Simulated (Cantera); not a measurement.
A perfectly stirred reactor is fed with N₂O : O₂ = 1 : 0.071 (molar parts), at 0.0868 atm; it is held at 1573 K, and followed from long to short residence time.

Detailed kinetics in Cantera: GRI-Mech 3.0 (53 species, 325 reactions). GRI-Mech 3.0 was tuned for natural gas; its chemistry of N2O as a main component is partial and can be far from experiment. The temperature is held fixed by assumption; the heat of reaction is taken as removed at once.

Task: What does this change do: temperature 1573 to 1325 K?

Result: 
```
quantity                 before    after
---------------------  --------  -------
x(N₂O) at τ = 13.0 s    0.00577    0.103
x(O₂) at τ = 13.0 s       0.305    0.289
x(O) at τ = 13.0 s      6.45e-5  8.79e-6
x(N₂) at τ = 13.0 s       0.576    0.525
x(NO₂) at τ = 13.0 s   0.000101  7.98e-5
x(N₂O) at τ = 0.120 s     0.311    0.864
x(O₂) at τ = 0.120 s      0.205   0.0847
x(O) at τ = 0.120 s    0.000135  1.05e-5
x(N₂) at τ = 0.120 s      0.365   0.0439
x(NO₂) at τ = 0.120 s   7.55e-5  5.11e-6
```
The mechanism lacks the step 2 NO + O2 → 2 NO2, which can matter for NO2 below about 1400 K.

Task: What does this change do: temperature 1573 to 1125 K?

Result: 
```csv
quantity,before,after
x(N₂O) at τ = 13.0 s,0.00577,0.762
x(O₂) at τ = 13.0 s,0.305,0.116
x(O) at τ = 13.0 s,6.45e-5,5.17e-7
x(N₂) at τ = 13.0 s,0.576,0.112
x(NO₂) at τ = 13.0 s,0.000101,1.03e-5
x(N₂O) at τ = 0.120 s,0.311,0.932
x(O₂) at τ = 0.120 s,0.205,0.0669
x(O) at τ = 0.120 s,0.000135,5.22e-7
x(N₂) at τ = 0.120 s,0.365,0.00127
x(NO₂) at τ = 0.120 s,7.55e-5,2.43e-8
```
The mechanism lacks the step 2 NO + O2 → 2 NO2, which can matter for NO2 below about 1400 K.
